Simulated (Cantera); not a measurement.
## CH3Cl + CH4 + H2 (fluorocarbon and chlorocarbon gases)

Feed: 1 mol CH3Cl, 1.5 mol CH4, 18 mol H2, held at 0.133 bar.

These are equilibrium values from Cantera (NASA tables, ideal gas, pure condensed phases), not measurements of a reactor. Candidate condensed phases: C, C6H6, C7H8, C8H18; 91 gas species. The numbers say what is thermodynamically allowed, not how fast it happens.

From 1575 K to 2775 K the condensed part is C(graphite). The main C-bearing gas is CH4 at 1575 K and C2H2 (acetylene) at 2775 K. The share of C in condensed phases is highest at 1575 K (99.8 %) and lowest at 2775 K (49.5 %).

| T (K) | x H2 | x H | x HCl | x C2H2 (acetylene) | x Cl | x C2H | x C4H2 | x CH4 | n C(graphite) |
|---|---|---|---|---|---|---|---|---|---|
| 1575 | 0.956 | 0.000111 | 0.0435 | 2.02e-5 | 4.02e-6 | 6.88e-12 | 1.64e-10 | 0.000222 | 2.49 |
| 1775 | 0.956 | 0.000775 | 0.0434 | 0.000136 | 2.71e-5 | 8.68e-10 | 7.63e-9 | 0.000102 | 2.49 |
| 1975 | 0.952 | 0.00366 | 0.0433 | 0.000618 | 0.000124 | 4.08e-8 | 1.61e-7 | 5.49e-5 | 2.47 |
| 2175 | 0.942 | 0.0130 | 0.0428 | 0.00210 | 0.000430 | 9.35e-7 | 1.91e-6 | 3.28e-5 | 2.40 |
| 2375 | 0.915 | 0.0369 | 0.0415 | 0.00568 | 0.00120 | 1.24e-5 | 1.45e-5 | 2.07e-5 | 2.23 |
| 2575 | 0.858 | 0.0879 | 0.0387 | 0.0126 | 0.00278 | 0.000108 | 7.67e-5 | 1.31e-5 | 1.88 |
| 2775 | 0.758 | 0.178 | 0.0339 | 0.0232 | 0.00552 | 0.000662 | 0.000296 | 7.74e-6 | 1.24 |
x: gas mole fraction; n: condensed amount in mol.
